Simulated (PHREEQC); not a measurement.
A solution holds 25 mmol/kgw HBr and 120 mmol/kgw CaCl2, at 41 °C. Closed to the air; pH follows from the charge balance.

The numbers come from PHREEQC with the ion-association model, phreeqc.dat.

### Question
The ionic strength comes out as 0.385 mol/kgw. What activity coefficients do Ca+2, Cl-, Br-, H+ get?

### Answer
Ca+2 0.26, Cl- 0.66, Br- 0.63, H+ 0.77.

Precipitation was switched off in this run. Away from 25 °C the constants follow the database's enthalpies or fits; those with neither stay at their 25 °C values.
